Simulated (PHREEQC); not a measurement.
A made-up water analysis in mg/L, 25 °C, pH 6.52, pe 11.3: Na 0.0708; K 0.0095; Ca 0.0959; Mg 0.124; Cl 0.255; S(6) as SO4 0.202; Alkalinity as HCO3 0.417; Ni 0.000147; Ba 0.0116.

Valence states are taken as typed.

The numbers come from PHREEQC with the ion-association model, wateq4f.dat.

```
Item                           Result
--------------------  ---------------
ionic strength        2.83e-5 mol/kgw
charge-balance error            0.7 %
```

```csv
species,molality,activity,log γ
Cl-,7.19e-6,7.15e-6,-0.003
HCO3-,7.10e-6,7.06e-6,-0.003
Mg+2,5.10e-6,4.97e-6,-0.011
CO2,4.79e-6,4.79e-6,0.000
Na+,3.08e-6,3.06e-6,-0.003
Ca+2,2.39e-6,2.33e-6,-0.011
```

No solid was allowed to form.
